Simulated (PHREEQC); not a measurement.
Dissolve 14 mmol/kgw CuCl2 and 24 mmol/kgw H3BO3 at 40 °C. Closed to the air; pH follows from the charge balance.

Computed with PHREEQC (ion-association model, wateq4f.dat).

No solid was allowed to form.

What pH does the model give?

pH 4.50.

In which forms is Cu present?

Cu+2 93 %, CuCl+ 6.8 % of the Cu.

Saturation is exceeded, for instance for Atacamite; the values hold only as long as no solid forms. Away from 25 °C the constants follow the database's enthalpies or fits; those with neither stay at their 25 °C values.
